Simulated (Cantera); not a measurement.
Cantera run:

```python
import numpy as np
import cantera as ct

gas_names = """
    CL CLO CL2 Fe FeCL FeCL2 FeCL3 FeO Fe(OH)2 Fe2CL4 Fe2CL6 H HCL HNO HNO2 HNO3 HOCL HO2 H2 H2O H2O2 N
    NH NH2 NH3 NH2OH NO NO2 NO3 N2 N2H2 N2H4 N2O O OH O2 O3
""".split()
cond_names = """
    Fe(a) Fe(c) Fe(d) Fe(L) FeCL2(s) FeCL2(L) FeCL3(s) FeCL3(L) FeO(s) FeO(L) Fe(OH)2(s) Fe(OH)3(s)
    Fe2O3(s) Fe3O4(s) H2O(s) H2O(L) NH4CL(a) NH4CL(b)
""".split()


# ... load() reads the species with a 1 bar reference pressure and builds the phases ...
atoms = {
    'Fe2O3': {'Fe': 2, 'O': 3},
    'HCl': {'H': 1, 'CL': 1},
    'N2': {'N': 2},
}
top_T = {'Fe2O3(s)': 1830, 'Fe3O4(s)': 1870}  # K; cautious upper limits of use, not melting points


# ... equilibrate(T, P, feed) seeds the gas with the atoms and calls Mixture.equilibrate('TP', solver="vcs", rtol=1e-11, max_steps=5000) ...
results = []
feed = {'Fe2O3': 1, 'HCl': 0.22, 'N2': 0.57}  # mol
P = 22000  # Pa
for T in [1248, 1298, 1348, 1398, 1448, 1498, 1548, 1598, 1648]:
    mix = equilibrate(T, P, feed)
    results.append((T, P, feed, dict(zip(mix.species_names, mix.species_moles))))

top = {s: max(r[3][s] / sum(r[3][g] for g in gas_names) for r in results) for s in gas_names}
cols = sorted((s for s in top if top[s] > 1e-06), key=lambda s: -top[s])[:5]
seen = [c for c in cond_names if any(r[3].get(c, 0) > 1e-12 for r in results)]
print("log10 of partial pressures in bar; condensed amounts in mol")
print(f"{'T/K':>10s}" + "".join(f"{s[:9]:>10s}" for s in cols + seen))
for T, P, feed, n in results:
    ng = sum(n[g] for g in gas_names)
    print(f"{T:10.4g}" + "".join(f"{np.log10(max(n[s] / ng * P / 1e5, 1e-99)):10.3f}" for s in cols)
          + "".join(f"{n.get(c, 0):10.4g}" for c in seen))
```

It prints:

```
log10 of partial pressures in bar; condensed amounts in mol
       T/K        N2       HCL        O2       H2O     FeCL2  Fe2O3(s)  Fe3O4(s)
      1248    -0.799    -1.284    -3.742    -2.333    -2.655     0.994         0
      1298    -0.799    -1.296    -3.421    -2.272    -2.514    0.9927         0
      1348    -0.800    -1.312    -3.185    -2.209    -2.384     0.991         0
      1398    -0.801    -1.331    -3.009    -2.145    -2.269     0.989         0
      1448    -0.802    -1.353    -2.859    -2.083    -2.173    0.9853   0.00101
      1498    -0.810    -1.375    -2.297    -2.057    -2.158    0.9003   0.05728
      1548    -0.836    -1.415    -1.772    -2.049    -2.169    0.6086    0.2516
      1598    -0.886    -1.483    -1.420    -2.062    -2.195         0    0.6569
      1648    -0.886    -1.506    -1.419    -2.023    -2.137         0    0.6557
```

Cantera equilibrium calculation (NASA polynomials, part measured and part estimated; ideal gas, pure solids and liquids). Mutual solubility and eutectic melting of coexisting phases are not modelled.
